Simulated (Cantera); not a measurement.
Feed: 1 mol BN, 1.6 mol HF, 4.7 mol N2, at 1098 K and 750 Torr.

These are equilibrium values from Cantera (NASA tables, ideal gas, pure condensed phases), not measurements of a reactor. Candidate condensed phases: B, BN; 31 gas species. The numbers say what is thermodynamically allowed, not how fast it happens.

Base state: N2 0.787, H2 0.123, BF3 0.0820, HF 0.00796, BHF2 2.65e-5, NH3 1.23e-5 (mole fractions); condensed: BN(s).

Question: What changes in the equilibrium state with this change: temperature from 1098 K to 2025 K?

Answer: 
```json
[
 {"species": "N2", "before": "0.787", "after": "0.781"},
 {"species": "H2", "before": "0.123", "after": "0.113"},
 {"species": "BF3", "before": "0.0820", "after": "0.0646"},
 {"species": "BF2", "before": "6.99e-8", "after": "0.0141"},
 {"species": "HF", "before": "0.00796", "after": "0.0207"},
 {"species": "BF", "before": "<1e-9", "after": "0.00201"},
 {"species": "H", "before": "8.67e-9", "after": "0.000648"},
 {"species": "BHF2", "before": "2.65e-5", "after": "0.00336"},
 {"species": "NH3", "before": "1.23e-5", "after": "6.51e-7"},
 {"species": "BN(s), mol", "before": "0.483", "after": "0.465"}
]
```
The tables' values for BF2 are old estimates; treat these amounts as uncertain.
